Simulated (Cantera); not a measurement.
A Cantera script and what it prints.

```python
import numpy as np
import cantera as ct

gas_names = """
    CL CLO CL2 N NO NO2 NO3 N2 N2O O O2 O3 Si SiCL SiCL2 SiCL3 SiCL4 SiN SiO SiO2 Si2 Si2N Si3
""".split()
cond_names = """
    Si(cr) Si(L) SiO2(Lqz) SiO2(hqz) SiO2(L) Si2N2O(s) Si3N4(a)
""".split()


# ... load() reads the species with a 1 bar reference pressure and builds the phases ...
atoms = {
    'SiO2': {'Si': 1, 'O': 2},
    'SiCl4': {'Si': 1, 'CL': 4},
    'N2': {'N': 2},
}
top_T = {'Si2N2O(s)': 2100, 'Si3N4(a)': 2400}  # K; cautious upper limits of use, not melting points


# ... equilibrate(T, P, feed) seeds the gas with the atoms and calls Mixture.equilibrate('TP', solver="vcs", rtol=1e-11, max_steps=5000) ...
results = []
feed = {'SiO2': 1, 'SiCl4': 0.35, 'N2': 8.3}  # mol
T = 1575  # K
P = 4200  # Pa
mix = equilibrate(T, P, feed)
results.append((T, P, feed, dict(zip(mix.species_names, mix.species_moles))))
x = sorted(zip(gas.X, gas.species_names), reverse=True)
print(f"T = {T:g} K  P = {P:g} Pa  gas = {mix.phase_moles(0):.4g} mol")
print("   x: " + "  ".join(f"{s} {v:.3e}" for v, s in x if v > 1e-06))
print("   condensed (mol): " + ("  ".join(f"{mix.phase(i).name} {mix.phase_moles(i):.4g}"
      for i in range(1, mix.n_phases) if mix.phase_moles(i) > 1e-12) or "none"))
```

Result:

```
T = 1575 K  P = 4200 Pa  gas = 8.677 mol
   x: N2 9.565e-01  SiCL4 3.760e-02  CL 3.065e-03  SiCL3 2.341e-03  SiCL2 3.813e-04  CL2 4.417e-05  SiO 2.519e-05
   condensed (mol): SiO2(hqz) 0.9999
```

These are equilibrium values from Cantera (NASA tables, ideal gas, pure condensed phases), not measurements of a reactor. The tables' values for SiCl3 are old estimates; treat these amounts as uncertain. The tables hold silica as quartz up to 1696 K and as liquid above; real silica turns to tridymite and cristobalite and melts near 1996 K.
